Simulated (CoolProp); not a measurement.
Hydrogen sulfide at 649.22 K and 0.818 MPa is throttled through a valve to 0.519 MPa with no heat exchange. Each further row changes one setting.

Values from CoolProp's reference Helmholtz-energy equation of state, Lemmon 2006. It is a short technical equation, of lower accuracy than the large ones.

```
case                       temperature change (K)  final density (kg/m³)
-------------------------  ----------------------  ---------------------
as stated                                    -0.9                   3.29
outlet pressure 0.156 MPa                    -2.1                  0.989
outlet pressure 0.675 MPa                    -0.4                   4.28
```
